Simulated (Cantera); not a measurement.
A perfectly stirred reactor is fed with 5.56 % NO, 94.4 % N2, at 233 Torr; it is held at 1950 K, and followed from long to short residence time.

Model: GRI-Mech 3.0 (53 species, 325 reactions), integrated in Cantera.

Q: Predict: x(NO) at τ = 1.00 s; x(N2O) at τ = 1.00 s; x(N2) at τ = 1.00 s; x(NO2) at τ = 1.00 s; x(O) at τ = 1.00 s; x(NO) at τ = 19.0 ms; x(N2O) at τ = 19.0 ms; x(N2) at τ = 19.0 ms; x(NO2) at τ = 19.0 ms; x(O) at τ = 19.0 ms.

A: 
| Property | Value |
|---|---|
| x(NO) at τ = 1.00 s | 0.0527 |
| x(N2O) at τ = 1.00 s | 1.27e-6 |
| x(N2) at τ = 1.00 s | 0.946 |
| x(NO2) at τ = 1.00 s | 5.60e-6 |
| x(O) at τ = 1.00 s | 3.94e-5 |
| x(NO) at τ = 19.0 ms | 0.0555 |
| x(N2O) at τ = 19.0 ms | 1.29e-6 |
| x(N2) at τ = 19.0 ms | 0.944 |
| x(NO2) at τ = 19.0 ms | 2.25e-6 |
| x(O) at τ = 19.0 ms | 1.53e-5 |
